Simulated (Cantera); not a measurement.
Stirred combustor or abatement burner

A perfectly stirred reactor is fed with CH₄ : O₂ : N₂ = 1 : 1.43 : 5.37 (molar parts), equivalence ratio 1.4, at 280000 Pa; it is adiabatic with a 500 K inlet, and is followed from long to short residence time, starting on the burning branch (τ in s: 0.023, 0.011, 0.0056, 0.0028, 0.0014, 0.00068, 0.00034, 0.00017, 8.3e-05, 4.1e-05, 2.1e-05).

Model: GRI-Mech 3.0 (53 species, 325 reactions), integrated in Cantera.

```json
[
 {"τ (s)": "0.023", "T (K)": "2120", "x CH₄": "0.000395", "x O₂": "0.000202", "x HCO": "1.21e-7", "x C₂H₄": "1.04e-6", "x OH": "0.000302"},
 {"τ (s)": "0.011", "T (K)": "2118", "x CH₄": "0.000632", "x O₂": "0.000383", "x HCO": "1.99e-7", "x C₂H₄": "2.97e-6", "x OH": "0.000334"},
 {"τ (s)": "0.0056", "T (K)": "2115", "x CH₄": "0.000918", "x O₂": "0.000676", "x HCO": "3.31e-7", "x C₂H₄": "7.02e-6", "x OH": "0.000375"},
 {"τ (s)": "0.0028", "T (K)": "2110", "x CH₄": "0.00127", "x O₂": "0.00119", "x HCO": "5.78e-7", "x C₂H₄": "1.54e-5", "x OH": "0.000430"},
 {"τ (s)": "0.0014", "T (K)": "2100", "x CH₄": "0.00172", "x O₂": "0.00205", "x HCO": "1.03e-6", "x C₂H₄": "3.16e-5", "x OH": "0.000499"},
 {"τ (s)": "0.00068", "T (K)": "2082", "x CH₄": "0.00236", "x O₂": "0.00366", "x HCO": "1.90e-6", "x C₂H₄": "6.53e-5", "x OH": "0.000573"},
 {"τ (s)": "0.00034", "T (K)": "2048", "x CH₄": "0.00350", "x O₂": "0.00677", "x HCO": "3.42e-6", "x C₂H₄": "0.000141", "x OH": "0.000611"},
 {"τ (s)": "0.00017", "T (K)": "500", "x CH₄": "0.128", "x O₂": "0.183", "x HCO": "<1e-12", "x C₂H₄": "<1e-12", "x OH": "<1e-12"},
 {"τ (s)": "8.3e-5", "T (K)": "500", "x CH₄": "0.128", "x O₂": "0.183", "x HCO": "<1e-12", "x C₂H₄": "<1e-12", "x OH": "<1e-12"},
 {"τ (s)": "4.1e-5", "T (K)": "500", "x CH₄": "0.128", "x O₂": "0.183", "x HCO": "<1e-12", "x C₂H₄": "<1e-12", "x OH": "<1e-12"},
 {"τ (s)": "2.1e-5", "T (K)": "500", "x CH₄": "0.128", "x O₂": "0.183", "x HCO": "<1e-12", "x C₂H₄": "<1e-12", "x OH": "<1e-12"}
]
```
x: mole fraction; the columns are a selection and need not sum to one.
